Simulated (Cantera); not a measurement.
A perfectly stirred reactor is fed with 5.45 % CH4, 19.8 % O2, 74.7 % N2, at 610000 Pa; it is adiabatic with a 550 K inlet, and is followed from long to short residence time, starting on the burning branch (τ in s: 0.18, 0.059, 0.02, 0.0067, 0.0023, 0.00076, 0.00025, 8.6e-05, 2.9e-05, 9.7e-06, 3.3e-06).

Computed with Cantera and GRI-Mech 3.0 (53 species, 325 reactions).

Problem. Predict: blow-out, bracketed by the residence times tried; x(CH4) at τ = 0.180 s; x(O2) at τ = 0.180 s; x(H) at τ = 0.180 s; x(O) at τ = 0.180 s; x(CH4) at τ = 0.760 ms; x(O2) at τ = 0.760 ms; x(H) at τ = 0.760 ms; x(O) at τ = 0.760 ms; x(C2H2) at τ = 0.760 ms.

Solution. 
```json
{
  "blow_out_bracketed_by_the_residence_times_tried": "burning at 0.250 ms, out at 86.0 µs",
  "x(CH4) at τ = 0.180 s": "3.60e-6",
  "x(O2) at τ = 0.180 s": "0.0893",
  "x(H) at τ = 0.180 s": "5.49e-7",
  "x(O) at τ = 0.180 s": "1.57e-5",
  "x(CH4) at τ = 0.760 ms": "0.000203",
  "x(O2) at τ = 0.760 ms": "0.0910",
  "x(H) at τ = 0.760 ms": "4.55e-5",
  "x(O) at τ = 0.760 ms": "0.000226",
  "x(C2H2) at τ = 0.760 ms": "1.17e-7"
}
```
